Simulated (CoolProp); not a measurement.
The numbers come from the reference Helmholtz-energy equation of state, Lemmon 2006 in CoolProp. It is a short technical equation, of lower accuracy than the large ones.

Task: For carbon monoxide, give the phase and the cp (kJ/(kg K)), speed of sound (m/s), Joule-Thomson coefficient (K/MPa) at 274.2 K and 0.573 MPa; 293.1 K and 0.573 MPa.

Result: 
- 274.2 K and 0.573 MPa: gas; cp 1.05, speed of sound 338, Joule-Thomson coefficient 2.96
- 293.1 K and 0.573 MPa: gas; cp 1.05, speed of sound 350, Joule-Thomson coefficient 2.59
